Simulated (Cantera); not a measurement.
Charge: 1 mol Si, 0.0012 mol O2, 1.2 mol H2, held at 1.50e-6 bar.

Cantera equilibrium calculation (NASA polynomials, part measured and part estimated; ideal gas, pure solids and liquids). Candidate condensed phases: H2O, Si, SiO2; 18 gas species. The numbers say what is thermodynamically allowed, not how fast it happens.

### Question
Which condensed phases are stable at each of these points (T (K)): 1550, 1600, 1650, 1700, 1750, 1800, 1850, 1900?

### Answer
| T (K) | condensed phases | Si condensed (%) |
|---|---|---|
| 1550 | Si(s) | 97.0 |
| 1600 | Si(s) | 91.1 |
| 1650 | Si(s) | 72.2 |
| 1700 | gas only | 0.0 |
| 1750 | gas only | 0.0 |
| 1800 | gas only | 0.0 |
| 1850 | gas only | 0.0 |
| 1900 | gas only | 0.0 |

From 1550 K to 1650 K the condensed part is Si(s). From 1700 K to 1900 K nothing is condensed.
